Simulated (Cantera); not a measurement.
Thermodynamics of boron, boron nitride and boron oxide, feed B₂H₆ + N₂ + H₂

Input: 1 mol B₂H₆, 45 mol N₂, 82 mol H₂, at 2375 K.

Cantera equilibrium calculation (NASA polynomials, part measured and part estimated; ideal gas, pure solids and liquids). Candidate condensed phases: B, BN; 15 gas species. The feed counts by its element totals alone. The tables' values for BH₂ are old estimates; treat these amounts as uncertain. The numbers say what is thermodynamically allowed, not how fast it happens.

```csv
P (Pa),x H₂,x H,x N₂,x B,x BH₂,x BH,x BN,x BH₃,n B(l),n BN(s)
10,0.168,0.579,0.242,0.0107,2.03e-5,3.14e-5,2.52e-5,2.36e-9,0,0
28,0.278,0.445,0.265,0.0116,0.000102,7.31e-5,4.77e-5,2.54e-8,0,0
77,0.385,0.315,0.287,0.0121,0.000406,0.000150,8.64e-5,1.97e-7,0,0
220,0.474,0.207,0.306,0.0111,0.00131,0.000258,0.000138,1.20e-6,0.114,0
600,0.539,0.134,0.322,0.00408,0.00149,0.000166,8.59e-5,2.40e-6,1.18,0
1700,0.583,0.0826,0.331,0.00144,0.00161,0.000103,5.18e-5,4.54e-6,1.56,0
4600,0.613,0.0515,0.333,0.000505,0.00161,6.08e-5,2.99e-5,7.64e-6,0,1.71
13000,0.632,0.0311,0.336,0.000106,0.000980,2.17e-5,1.06e-5,7.94e-6,0,1.85
36000,0.642,0.0188,0.338,2.29e-5,0.000597,7.89e-6,3.82e-6,8.12e-6,0,1.92
100000,0.649,0.0114,0.339,4.93e-6,0.000361,2.85e-6,1.38e-6,8.23e-6,0,1.95
```
x: gas mole fraction; n: condensed amount in mol.

From 10.0 Pa to 77.0 Pa nothing is condensed. From 2.20 mbar to 17.0 mbar the condensed part is B(l). From 46.0 mbar to 1.00 bar the condensed part is BN(s).
